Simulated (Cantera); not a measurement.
## Equilibrium for carbon deposition, reforming and gasification: CH₄ + NH₃ + N₂ + O₂

A closed system holds: 1 mol CH₄, 0.031 mol NH₃, 1.4 mol N₂, 0.34 mol O₂, held at 1.00 bar.

Equilibrium computed with Cantera from the NASA thermochemical tables; the gas is ideal and each condensed phase is pure. Candidate condensed phases: C, C₆H₆, C₇H₈, C₈H₁₈, H₂O; 136 gas species. Rates play no part.

```csv
T (K),x H₂,x N₂,x CO,x HCN,x H,x CH₄,x H₂O,x C₂H₂ (acetylene),n C(graphite)
1125,0.482,0.346,0.158,1.25e-5,3.09e-8,0.00671,0.00491,1.11e-8,0.319
1275,0.490,0.343,0.163,6.68e-5,5.16e-7,0.00223,0.000934,1.88e-7,0.315
1425,0.492,0.342,0.164,0.000249,4.79e-6,0.000914,0.000245,1.74e-6,0.316
1575,0.493,0.342,0.164,0.000718,2.92e-5,0.000442,8.31e-5,1.04e-5,0.315
1725,0.493,0.341,0.164,0.00172,0.000130,0.000242,3.40e-5,4.54e-5,0.311
1875,0.491,0.340,0.164,0.00356,0.000460,0.000146,1.61e-5,0.000156,0.303
2025,0.489,0.338,0.164,0.00661,0.00135,9.50e-5,8.52e-6,0.000442,0.287
2175,0.484,0.335,0.164,0.0112,0.00340,6.51e-5,4.92e-6,0.00108,0.261
2325,0.476,0.331,0.164,0.0176,0.00759,4.63e-5,3.03e-6,0.00233,0.220
2475,0.464,0.325,0.163,0.0258,0.0153,3.36e-5,1.95e-6,0.00451,0.161
```
x: gas mole fraction; n: condensed amount in mol.

From 1125 K to 2475 K the condensed part is C(graphite). The main C-bearing gas is CO throughout. The share of C in condensed phases is highest at 1125 K (31.9 %) and lowest at 2475 K (16.1 %).
